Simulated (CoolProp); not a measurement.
Carbon dioxide at several states: density (kg/m³) from the reference equation and from simpler models built on Tc = 304.1 K, pc = 7.377 MPa, ω = 0.224; each cubic takes its own stable root.

Model: reference Helmholtz-energy equation of state, Span 1996, in CoolProp.

```
T (K)  p (MPa)          phase  reference
-----  -------  -------------  ---------
949.4     37.8  supercritical      193.0
791.3   0.0567            gas     0.3793
738       26.5  supercritical      183.6
```

Problem. How far does each simpler model (ideal gas, van der Waals, Redlich-Kwong, Soave-Redlich-Kwong, Peng-Robinson) lie from the reference over these 3 states: mean and median of the absolute difference, and the worst?

Solution. 
- ideal gas: mean 4.2 %, median 3.5 %, worst +9.2 % at 949.4 K and 37.8 MPa
- van der Waals: mean 4.1 %, median 5.7 %, worst +6.7 % at 738 K and 26.5 MPa
- Redlich-Kwong: mean 2.5 %, median 3.6 %, worst +4.0 % at 949.4 K and 37.8 MPa
- Soave-Redlich-Kwong: mean 2.0 %, median 2.6 %, worst -3.5 % at 738 K and 26.5 MPa
- Peng-Robinson: mean 0.3 %, median 0.2 %, worst -0.8 % at 738 K and 26.5 MPa
